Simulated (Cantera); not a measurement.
## TiC + H₂ (sublimation and decomposition of ceramics)

Charge: 1 mol TiC, 0.11 mol H₂, at 75.0 Torr.

Method: chemical equilibrium by Gibbs-energy minimisation in Cantera with the NASA 1993 tables (ideal gas, pure condensed phases). Candidate condensed phases: C, C₆H₆, C₇H₈, C₈H₁₈, Ti, TiC; 77 gas species. TiC: taken at fixed stoichiometry. Kinetics and transport are ignored.

From 2323 K to 2998 K the condensed part is TiC(s). The main Ti-bearing gas is Ti throughout.

```json
[
 {"T (K)": "2323", "log p H₂": "-1.01", "log p H": "-2.47", "log p Ti": "-5.52", "log p C₂H₂ (acetylene)": "-5.85", "n TiC(s)": "1.000"},
 {"T (K)": "2398", "log p H₂": "-1.02", "log p H": "-2.31", "log p Ti": "-5.18", "log p C₂H₂ (acetylene)": "-5.50", "n TiC(s)": "1.000"},
 {"T (K)": "2473", "log p H₂": "-1.03", "log p H": "-2.17", "log p Ti": "-4.85", "log p C₂H₂ (acetylene)": "-5.17", "n TiC(s)": "1.000"},
 {"T (K)": "2548", "log p H₂": "-1.04", "log p H": "-2.03", "log p Ti": "-4.55", "log p C₂H₂ (acetylene)": "-4.86", "n TiC(s)": "1.000"},
 {"T (K)": "2623", "log p H₂": "-1.06", "log p H": "-1.90", "log p Ti": "-4.26", "log p C₂H₂ (acetylene)": "-4.57", "n TiC(s)": "1.000"},
 {"T (K)": "2698", "log p H₂": "-1.08", "log p H": "-1.79", "log p Ti": "-3.99", "log p C₂H₂ (acetylene)": "-4.31", "n TiC(s)": "1.000"},
 {"T (K)": "2773", "log p H₂": "-1.10", "log p H": "-1.68", "log p Ti": "-3.74", "log p C₂H₂ (acetylene)": "-4.06", "n TiC(s)": "1.000"},
 {"T (K)": "2848", "log p H₂": "-1.13", "log p H": "-1.58", "log p Ti": "-3.50", "log p C₂H₂ (acetylene)": "-3.83", "n TiC(s)": "1.000"},
 {"T (K)": "2923", "log p H₂": "-1.17", "log p H": "-1.49", "log p Ti": "-3.27", "log p C₂H₂ (acetylene)": "-3.62", "n TiC(s)": "0.999"},
 {"T (K)": "2998", "log p H₂": "-1.22", "log p H": "-1.41", "log p Ti": "-3.06", "log p C₂H₂ (acetylene)": "-3.44", "n TiC(s)": "0.999"}
]
```
log p: log10 of the partial pressure in bar; n: condensed amount in mol.
